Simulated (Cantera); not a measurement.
# MgSO4 + H2 (calcination and drying)

A closed system holds: 1 mol MgSO4, 5.1 mol H2, equilibrated at 0.0100 bar.

Method: chemical equilibrium by Gibbs-energy minimisation in Cantera with the NASA 1993 tables (ideal gas, pure condensed phases). Candidate condensed phases: H2O, H2SO4, Mg, MgO, Mg(OH)2, MgS, MgSO4, S; 26 gas species. Gases not in the tables: S3 to S7. The numbers say what is thermodynamically allowed, not how fast it happens.

From 977 °C to 1577 °C the condensed part is MgO(s).

```tsv
T (°C)	x H2O	x H2	x H2S	x S2	x SO2	x SO	x SH	x H	n MgO(s)
977	0.558	0.299	0.0971	0.0438	0.00170	7.33e-5	0.000563	2.64e-6	1.00
1027	0.551	0.315	0.0792	0.0512	0.00268	0.000150	0.000823	6.21e-6	1.00
1077	0.543	0.330	0.0642	0.0570	0.00404	0.000286	0.00115	1.37e-5	1.00
1127	0.536	0.343	0.0519	0.0613	0.00583	0.000516	0.00154	2.85e-5	1.00
1177	0.527	0.355	0.0420	0.0640	0.00812	0.000881	0.00199	5.64e-5	1.00
1227	0.518	0.367	0.0341	0.0655	0.0109	0.00144	0.00251	0.000107	1.000
1277	0.508	0.378	0.0279	0.0657	0.0142	0.00224	0.00310	0.000194	1.000
1327	0.497	0.390	0.0229	0.0650	0.0179	0.00337	0.00374	0.000339	1.000
1377	0.485	0.401	0.0189	0.0633	0.0218	0.00487	0.00443	0.000575	1.000
1427	0.472	0.412	0.0157	0.0609	0.0259	0.00682	0.00516	0.000945	1.000
1477	0.458	0.423	0.0131	0.0579	0.0301	0.00927	0.00592	0.00151	1.000
1527	0.444	0.433	0.0109	0.0543	0.0342	0.0122	0.00669	0.00236	1.000
1577	0.430	0.443	0.00912	0.0503	0.0380	0.0158	0.00744	0.00358	0.999
```
x: gas mole fraction; n: condensed amount in mol.
